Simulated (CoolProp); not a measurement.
Vapour-liquid equilibrium of m-xylene (1) + n-undecane (2) at 0.902 MPa; x and y are mole fractions of (1).

The numbers come from the multi-fluid Helmholtz-energy mixture model, Zhou 2012 and Aleksandrov 2011; pair parameters Bell 2016 in CoolProp.

```json
[
 {"x": "0.05", "bubble temperature, mixture model (K)": "579.7", "bubble temperature, Raoult's law (K)": "578.5", "y, mixture model": "0.085", "y, Raoult's law": "0.121"},
 {"x": "0.15", "bubble temperature, mixture model (K)": "572.1", "bubble temperature, Raoult's law (K)": "569.1", "y, mixture model": "0.244", "y, Raoult's law": "0.321"},
 {"x": "0.25", "bubble temperature, mixture model (K)": "564.7", "bubble temperature, Raoult's law (K)": "560.7", "y, mixture model": "0.387", "y, Raoult's law": "0.476"},
 {"x": "0.35", "bubble temperature, mixture model (K)": "557.4", "bubble temperature, Raoult's law (K)": "553.1", "y, mixture model": "0.515", "y, Raoult's law": "0.600"},
 {"x": "0.45", "bubble temperature, mixture model (K)": "550.4", "bubble temperature, Raoult's law (K)": "546.3", "y, mixture model": "0.626", "y, Raoult's law": "0.699"},
 {"x": "0.55", "bubble temperature, mixture model (K)": "543.7", "bubble temperature, Raoult's law (K)": "540.0", "y, mixture model": "0.722", "y, Raoult's law": "0.779"},
 {"x": "0.65", "bubble temperature, mixture model (K)": "537.3", "bubble temperature, Raoult's law (K)": "534.3", "y, mixture model": "0.805", "y, Raoult's law": "0.845"},
 {"x": "0.75", "bubble temperature, mixture model (K)": "531.2", "bubble temperature, Raoult's law (K)": "529.0", "y, mixture model": "0.874", "y, Raoult's law": "0.899"},
 {"x": "0.85", "bubble temperature, mixture model (K)": "525.5", "bubble temperature, Raoult's law (K)": "524.2", "y, mixture model": "0.932", "y, Raoult's law": "0.945"},
 {"x": "0.95", "bubble temperature, mixture model (K)": "520.1", "bubble temperature, Raoult's law (K)": "519.7", "y, mixture model": "0.980", "y, Raoult's law": "0.983"}
]
```

The largest gap from Raoult's law is +4.3 K in bubble temperature, at x = 0.35. No azeotrope shows between x = 0.05 and 0.95.

The pair parameters rest on a limited set of measurements; away from them the model extrapolates.
